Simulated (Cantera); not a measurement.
Fluorocarbon and chlorocarbon gases: CH₂F₂ + CH₄

Input: 1 mol CH₂F₂, 0.0073 mol CH₄, at 340 Pa.

Method: chemical equilibrium by Gibbs-energy minimisation in Cantera with the NASA 1993 tables (ideal gas, pure condensed phases). Candidate condensed phases: C, C₆H₆, C₇H₈, C₈H₁₈; 95 gas species. Rates play no part.

| T (K) | log p HF | log p H | log p F | log p H₂ | log p CF | log p C₃ | log p CF₂ | n C(graphite) |
|---|---|---|---|---|---|---|---|---|
| 1150 | -2.47 | -9.43 | -13.29 | -4.61 | <-14 | <-14 | <-14 | 1.01 |
| 1250 | -2.47 | -8.62 | -11.98 | -4.61 | <-14 | <-14 | <-14 | 1.01 |
| 1350 | -2.47 | -7.93 | -10.87 | -4.61 | <-14 | <-14 | -13.34 | 1.01 |
| 1450 | -2.47 | -7.33 | -9.91 | -4.61 | -13.90 | <-14 | -12.36 | 1.01 |
| 1550 | -2.47 | -6.81 | -9.08 | -4.61 | -12.67 | <-14 | -11.51 | 1.01 |
| 1650 | -2.47 | -6.35 | -8.34 | -4.61 | -11.59 | <-14 | -10.76 | 1.01 |
| 1750 | -2.47 | -5.94 | -7.69 | -4.62 | -10.64 | -13.62 | -10.10 | 1.01 |
| 1850 | -2.47 | -5.58 | -7.10 | -4.63 | -9.78 | -12.30 | -9.49 | 1.01 |
| 1950 | -2.47 | -5.27 | -6.56 | -4.66 | -9.00 | -11.11 | -8.94 | 1.01 |
| 2050 | -2.47 | -4.99 | -6.07 | -4.70 | -8.30 | -10.04 | -8.42 | 1.01 |
| 2150 | -2.47 | -4.76 | -5.60 | -4.77 | -7.64 | -9.07 | -7.92 | 1.01 |
| 2250 | -2.47 | -4.56 | -5.17 | -4.85 | -7.03 | -8.19 | -7.45 | 1.01 |
| 2350 | -2.48 | -4.37 | -4.78 | -4.93 | -6.48 | -7.38 | -7.01 | 1.01 |
| 2450 | -2.48 | -4.18 | -4.43 | -4.97 | -5.99 | -6.65 | -6.65 | 1.01 |
log p: log10 of the partial pressure in bar; n: condensed amount in mol.

From 1150 K to 2450 K the condensed part is C(graphite).
